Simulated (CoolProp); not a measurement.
Saturation properties of carbon dioxide.

The numbers come from the reference Helmholtz-energy equation of state, Span 1996 in CoolProp.

| T (K) | p (kPa) | liquid density (kg/m³) | vapour density (kg/m³) | liquid cp (kJ/(kg K)) | vapour viscosity (µPa s) |
|---|---|---|---|---|---|
| 241.9 | 1369 | 1081 | ? | ? | 12.2 |
| 246.4 | 1590 | 1062 | 41.40 | 2.099 | ? |
| 250.8 | ? | ? | 47.89 | ? | 12.8 |
| 255.3 | 2103 | 1022 | 55.42 | 2.191 | 13.1 |
| 259.7 | 2398 | 1000 | 63.81 | 2.251 | 13.4 |
| 264.2 | ? | 977.5 | 73.59 | 2.326 | ? |
| 268.6 | 3084 | 953.7 | 84.55 | 2.419 | 14.1 |
| 273.1 | 3481 | 927.7 | 97.49 | 2.541 | 14.6 |
| 277.5 | 3904 | 900.3 | 112.2 | 2.699 | 15.0 |

### Question
What belongs in the gaps?

### Answer

- 241.9, vapour density (kg/m³): 35.55
- 241.9, liquid cp (kJ/(kg K)): 2.064
- 246.4, vapour viscosity (µPa s): 12.5
- 250.8, p (kPa): 1831
- 250.8, liquid density (kg/m³): 1042
- 250.8, liquid cp (kJ/(kg K)): 2.140
- 264.2, p (kPa): 2729
- 264.2, vapour viscosity (µPa s): 13.7

Viscosity comes from a separate model (Laesecke 2017).
